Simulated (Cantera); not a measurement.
Input: 1 mol Si, 0.33 mol NH3, 6.7 mol H2, equilibrated at 1.50 bar.

Equilibrium computed with Cantera from the NASA thermochemical tables; the gas is ideal and each condensed phase is pure. Candidate condensed phases: Si, Si3N4; 18 gas species. Mutual solubility and eutectic melting of coexisting phases are not modelled. The numbers say what is thermodynamically allowed, not how fast it happens. All values below are at 1150 K.

Base state: H2 1.000 (mole fractions); condensed: Si(s) + Si3N4(s).

**Question.** What changes in the equilibrium state with this change: Si replaced by Al?

**Answer.** 
```json
[
 {"species": "H2", "before": "1.000", "after": "1.00"},
 {"species": "Si(s), mol", "before": "0.752", "after": "0"},
 {"species": "Si3N4(s), mol", "before": "0.0825", "after": "0"},
 {"species": "Al(l), mol", "before": "0", "after": "0.670"},
 {"species": "AlN(s), mol", "before": "0", "after": "0.330"}
]
```
Further candidate phases: Al, AlN.
